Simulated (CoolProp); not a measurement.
A single-stage vapour-compression cycle with R124: evaporating at 306.15 K (dew point), condensing at 336.15 K (bubble point), superheat 8 K, subcooling 5 K, compressor efficiency 0.9, no pressure losses. Each further row changes one setting.

The numbers come from the reference Helmholtz-energy equation of state, de Vries 1995 in CoolProp.

```tsv
case	cooling COP	pressure ratio	discharge temperature (K)	refrigerating effect (kJ/kg)	volumetric capacity (kJ/m³)
as stated	…	2.20	342.8	119	3410
evaporating temperature 311.15 K	…	…	342.9	122	4020
condensing temperature 331.15 K	9.96	…	338.0	125	3580
subcooling 10 K	…	2.20	342.8	125	3580
superheat 18 K	8.17	2.20	352.3	127	3480
compressor efficiency 0.8	…	2.20	344.7	119	3410
```

Fill in the missing entries.


- as stated, cooling COP: 8.04
- evaporating temperature 311.15 K, cooling COP: 10.0
- evaporating temperature 311.15 K, pressure ratio: 1.91
- condensing temperature 331.15 K, pressure ratio: 1.95
- subcooling 10 K, cooling COP: 8.45
- compressor efficiency 0.8, cooling COP: 7.15
